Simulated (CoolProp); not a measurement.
Vapour-liquid equilibrium of m-xylene (1) + n-decane (2) at 494.5 K; x and y are mole fractions of (1).

The numbers come from the multi-fluid Helmholtz-energy mixture model, Zhou 2012 and Lemmon 2006; pair parameters Bell 2016 in CoolProp.

Task: Give the bubble pressure and the first vapour's composition at x = 0.05, 0.35, 0.65. Is there an azeotrope?

Result: x = 0.05: 0.3102 MPa, y = 0.092; x = 0.35: 0.4036 MPa, y = 0.498; x = 0.65: 0.4965 MPa, y = 0.770. No azeotrope shows between x = 0.05 and 0.95.

Pair parameters are fitted to limited data, so mixtures are less certain than the pure fluids.
